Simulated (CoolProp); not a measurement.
Properties of R123 along the isotherm 500 K (Tc = 456.8 K, pc = 36.62 bar, ω = 0.282).

The numbers come from the reference Helmholtz-energy equation of state, Younglove 1994 in CoolProp. It is a modified Benedict-Webb-Rubin equation, recast in Helmholtz form.

```tsv
p (bar)	phase	Z	cp (kJ/(kg K))	speed of sound (m/s)	isothermal compressibility (1/MPa)	expansivity (1/kK)
0.174	gas	0.9988	0.8672	170.1	57.54	2.009
0.255	gas	0.9983	0.8675	170.1	39.28	2.013
0.374	gas	0.9975	0.8678	169.9	26.81	2.019
0.549	gas	0.9963	0.8683	169.8	18.28	2.028
0.806	gas	0.9945	0.8691	169.5	12.48	2.041
1.18	gas	0.9920	0.8702	169.2	8.544	2.060
1.74	gas	0.9881	0.8719	168.6	5.817	2.090
2.55	gas	0.9825	0.8744	167.8	3.992	2.134
3.74	gas	0.9742	0.8782	166.6	2.746	2.200
5.49	gas	0.9619	0.8840	164.8	1.895	2.302
8.06	gas	0.9434	0.8933	162.2	1.318	2.465
11.8	gas	0.9156	0.9085	158.2	0.9300	2.732
17.4	gas	0.8721	0.9362	151.8	0.6664	3.217
25.5	gas	0.8043	0.9919	142.0	0.5011	4.190
37.4	supercritical	0.6918	1.141	126.5	0.4152	6.770
54.9	supercritical	0.4934	1.781	108.0	0.4111	17.14
```
